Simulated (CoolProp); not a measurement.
A single-stage vapour-compression cycle with the fluid: evaporating at 237.15 K (dew point), condensing at 298.15 K (bubble point), superheat 5 K, subcooling 8 K, compressor efficiency 0.65, no pressure losses. The same conditions are run with several fluids, on thermodynamics alone (safety and materials aside).

Model: reference Helmholtz-energy equation of state of each fluid (R124: de Vries 1995; R1336mzz(E): Akasaka 2023; R507A: Lemmon 2003; R143a: Lemmon and Jacobsen 2000; propane: Lemmon 2009; R236FA: Pan 2012), in CoolProp. Blends and air are pseudo-pure fits.

```csv
fluid,cooling COP,pressure ratio,discharge temperature (K),refrigerating effect (kJ/kg),volumetric capacity (kJ/m³)
R124,(withheld),(withheld),332.2,(withheld),(withheld)
R1336mzz(E),1.99,17.2,318.6,115,106
R507A,(withheld),7.75,331.9,122,1060
R143a,1.94,(withheld),337.4,146,1090
propane,2.03,7.23,341.1,297,(withheld)
R236FA,(withheld),14.6,320.5,117,166
```

Problem. What belongs in the gaps?

Solution. 
- R124, cooling COP: 2.06
- R124, pressure ratio: 11.7
- R124, refrigerating effect (kJ/kg): 123
- R124, volumetric capacity (kJ/m³): 279
- R507A, cooling COP: 1.91
- R143a, pressure ratio: 7.52
- propane, volumetric capacity (kJ/m³): 894
- R236FA, cooling COP: 2.01
